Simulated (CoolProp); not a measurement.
Vapour-liquid equilibrium of n-pentane (1) + acetone (2) at 93 kPa; x and y are mole fractions of (1).

The numbers come from the multi-fluid Helmholtz-energy mixture model, Thol 2019 and Lemmon 2006; pair parameters Bell 2016 in CoolProp.

| x | bubble temperature (K) | y at the bubble point | dew temperature at overall composition x (K) | liquid density (mol/L) |
|---|---|---|---|---|
| 0.05 | ___ | 0.272 | ___ | 12.73 |
| 0.15 | 310.4 | 0.509 | 322.6 | 12.19 |
| 0.25 | 306.6 | ___ | ___ | 11.63 |
| 0.35 | 304.9 | 0.645 | 316.3 | ___ |
| 0.45 | 304.1 | 0.670 | 312.7 | 10.58 |
| 0.55 | 303.6 | 0.689 | 308.7 | 10.11 |
| 0.65 | 303.4 | ___ | 304.7 | ___ |
| 0.75 | 303.3 | 0.741 | 303.3 | 9.317 |
| 0.85 | 303.6 | 0.795 | 304.3 | 8.974 |
| 0.95 | 305.1 | 0.903 | ___ | 8.651 |

Problem. Fill in the missing entries.

Solution. 
- 0.05, bubble temperature (K): 318.9
- 0.05, dew temperature at overall composition x (K): 325.4
- 0.25, y at the bubble point: 0.601
- 0.25, dew temperature at overall composition x (K): 319.6
- 0.35, liquid density (mol/L): 11.08
- 0.65, y at the bubble point: 0.710
- 0.65, liquid density (mol/L): 9.695
- 0.95, dew temperature at overall composition x (K): 305.8

y crosses x between x = 0.65 and 0.75: the model has an azeotrope there.

Pair parameters are fitted to limited data, so mixtures are less certain than the pure fluids.
